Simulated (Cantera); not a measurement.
# Low-pressure radical oxidation in H2/O2

An isothermal, constant-pressure homogeneous reactor starts with 13.2 % H₂, 77.5 % O₂, 9.30 % N₂, equivalence ratio 0.085, at 1425 K and 12.0 Torr.

Computed with Cantera and the H2/O2 subset of GRI-Mech 3.0, which has no nitrogen chemistry. Radical loss at walls, strong at low pressure, is not modelled. The temperature is held fixed by assumption; the heat of reaction is taken as removed at once.

```csv
t (s),x H₂,x O₂,x H₂O,x O,x H,x HO₂
3.00e-5,0.132,0.775,3.90e-8,6.05e-8,9.95e-8,1.21e-7
0.000169,0.132,0.775,1.13e-5,5.96e-6,6.01e-6,6.81e-7
0.000949,0.00539,0.682,0.104,0.0708,0.0308,4.31e-6
0.00533,0.00458,0.694,0.111,0.0599,0.0239,4.33e-6
0.0300,0.00204,0.732,0.129,0.0242,0.00626,3.79e-6
0.169,0.000152,0.757,0.139,0.00172,0.000119,9.66e-7
0.949,7.89e-6,0.759,0.141,8.93e-5,1.41e-6,1.20e-7
5.33,1.05e-6,0.759,0.141,1.19e-5,6.92e-8,1.14e-7
30.0,8.48e-7,0.759,0.141,9.62e-6,5.00e-8,1.22e-7
```
x: mole fraction; the columns are a selection and need not sum to one.

Equilibrium at this temperature and pressure: H₂ 8.48e-7, O₂ 0.759, H₂O 0.141, O 9.62e-6, H 5.00e-8, HO₂ 1.22e-7 (gas phase only).
